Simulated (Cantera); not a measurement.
# Diamond growth

A diamond (100) surface in a fixed gas of H2 with x(CH4) = 0.004, x(CH3) = 0.00078, at 1148 K, 0.110 bar; coverages are run to steady state.

Cantera simulation using the Harris–Goodwin 1993 mechanism for the reconstructed diamond (100) surface; the numbers are that mechanism's predictions, not measurements.

| x(H) | growth (µm/h) | θ c6HH | θ c6H* | θ c6*H | θ c6** | θ c6HM |
|---|---|---|---|---|---|---|
| 0.0001 | 2.12 | 0.555 | 0.0231 | 0.329 | 0.00325 | 0.0501 |
| 0.0002 | 4.69 | 0.499 | 0.0259 | 0.368 | 0.00608 | 0.0577 |
| 0.00038 | 9.02 | 0.468 | 0.0274 | 0.391 | 0.00950 | 0.0615 |
| 0.00075 | 16.7 | 0.451 | 0.0285 | 0.406 | 0.0134 | 0.0606 |
| 0.0015 | 28.1 | 0.447 | 0.0295 | 0.420 | 0.0169 | 0.0533 |
| 0.0029 | 41.3 | 0.450 | 0.0305 | 0.433 | 0.0195 | 0.0416 |
| 0.0056 | 54.2 | 0.456 | 0.0314 | 0.445 | 0.0214 | 0.0287 |
| 0.011 | 64.7 | 0.463 | 0.0322 | 0.454 | 0.0227 | 0.0176 |
| 0.022 | 72.0 | 0.467 | 0.0329 | 0.460 | 0.0235 | 0.00983 |
θ: site fractions in the mechanism's names (c6HH fully hydrogenated, c6H* and c6*H radical sites, c6** diradical, c6HM methylated).
